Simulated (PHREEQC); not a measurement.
Solution (25 °C): 0.0031 mol/kgw HF, 0.046 mol/kgw NaF and 0.011 mol/kgw HCl. Closed to the air; pH follows from the charge balance.

Model: ion-association model, wateq4f.dat, run in PHREEQC.

```yaml
pH: 3.54
ionic_strength: 0.0457 mol/kgw
total_alkalinity: -14.1 meq/kg
```

| species | molality | activity | log γ |
|---|---|---|---|
| Na+ | 0.0454 | 0.0376 | -0.082 |
| F- | 0.0333 | 0.0272 | -0.088 |
| HF | 0.0116 | 0.0117 | 0.005 |
| Cl- | 0.0110 | 0.00901 | -0.087 |
| HF2- | 0.00149 | 0.00122 | -0.088 |
| NaF | 0.000583 | 0.000589 | 0.005 |
| H2F2 | 0.000353 | 0.000356 | 0.005 |
| H+ | 0.000334 | 0.000287 | -0.067 |

Precipitation was switched off in this run.
